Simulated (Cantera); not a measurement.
**BN + H₂O + N₂ (nitride etching)**

Input: 1 mol BN, 9 mol H₂O, 0.65 mol N₂, at 33.0 mbar.

These are equilibrium values from Cantera (NASA tables, ideal gas, pure condensed phases), not measurements of a reactor. Candidate condensed phases: B, BN, B₂O₃, B₃O₃H₃, H₂O; 39 gas species. Gases not in the tables: H₃BO₃. Equilibrium is a limit: real reactors are often held back by kinetics, nucleation or transport.

From 800 K to 1400 K the condensed part is B₂O₃(l). The share of B in condensed phases is highest at 1100 K (93.1 %) and lowest at 1400 K (53.2 %).

```
T (K)  x H₂O   x H₂   x N₂    x HBO₂  x (HBO₂)₃    x B₂O₃       x H  n B₂O₃(l)
-----  -----  -----  -----  --------  ---------  --------  --------  ---------
800    0.727  0.149  0.114   6.14e-7     0.0105    <1e-12  6.15e-12      0.341
875    0.732  0.148  0.114   6.06e-6    0.00640    <1e-12  1.06e-10      0.403
950    0.734  0.148  0.114   4.09e-5    0.00414  8.13e-12   1.18e-9      0.437
1025   0.736  0.148  0.113  0.000206    0.00282  3.26e-10   9.23e-9      0.456
1100   0.736  0.148  0.113  0.000823    0.00200   7.75e-9   5.47e-8      0.465
1175   0.735  0.148  0.113   0.00273    0.00147   1.21e-7   2.59e-7      0.464
1250   0.731  0.147  0.113   0.00774    0.00111   1.34e-6   1.02e-6      0.444
1325   0.721  0.146  0.112    0.0193   0.000846   1.11e-5   3.44e-6      0.388
1400   0.701  0.145  0.111    0.0431   0.000647   7.28e-5   1.02e-5      0.266
```
x: gas mole fraction; n: condensed amount in mol.
